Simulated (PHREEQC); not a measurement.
Make-up at 25 °C: 0.0024 mol/kgw NaNO3. Closed to the air; pH follows from the charge balance.

Computed with PHREEQC (ion-association model, phreeqc.dat).

```yaml
ionic_strength: 0.00240 mol/kgw
specific_conductance: 280 µS/cm
```

```
species  molality  activity   log γ
-------  --------  --------  ------
NO3-      0.00240   0.00227  -0.024
Na+       0.00240   0.00228  -0.023
OH-       1.06e-7   1.00e-7  -0.024
H+        1.06e-7   1.01e-7  -0.022
```

No solid was allowed to form.
